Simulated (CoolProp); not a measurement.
Vapour-liquid equilibrium of 1-butene (1) + n-butane (2) at 296.6 K; x and y are mole fractions of (1).

Model: multi-fluid Helmholtz-energy mixture model, Lemmon 2005 and Bücker 2006; pair parameters Bell 2016, in CoolProp.

| x | bubble pressure, mixture model (bar) | bubble pressure, Raoult's law (bar) | y, mixture model | y, Raoult's law |
|---|---|---|---|---|
| 0.05 | 2.345 | 2.344 | 0.060 | 0.060 |
| 0.15 | 2.402 | 2.395 | 0.178 | 0.178 |
| 0.25 | 2.459 | 2.447 | 0.290 | 0.290 |
| 0.35 | 2.517 | 2.499 | 0.397 | 0.397 |
| 0.45 | ___ | 2.550 | 0.499 | 0.500 |
| 0.55 | ___ | 2.602 | 0.597 | 0.599 |
| 0.65 | 2.679 | 2.654 | 0.690 | 0.694 |
| 0.75 | 2.728 | 2.706 | 0.780 | 0.786 |
| 0.85 | 2.774 | 2.757 | 0.869 | 0.874 |
| 0.95 | ___ | 2.809 | 0.956 | 0.959 |

Task: Complete the blanks.

Result: 
- 0.45, bubble pressure, mixture model (bar): 2.573
- 0.55, bubble pressure, mixture model (bar): 2.627
- 0.95, bubble pressure, mixture model (bar): 2.816

The largest gap from Raoult's law is +1.0 % in bubble pressure, at x = 0.55. No azeotrope shows between x = 0.05 and 0.95.

Pair parameters are fitted to limited data, so mixtures are less certain than the pure fluids.
